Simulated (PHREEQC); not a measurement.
# Polishing slurry liquid: speciation

Solution (25 °C): 0.002 mol HNO3 and 0.0062 mol KNO3 per kg of water. Closed to the air; pH follows from the charge balance.

The numbers come from PHREEQC with the ion-association model, phreeqc.dat.

This is a speciation only: nothing precipitates in the calculation.

### Question
Estimate the pH, specific conductance.

### Answer
pH 2.73; specific conductance 1630 µS/cm.

Complexes and solids missing from the database can't appear.
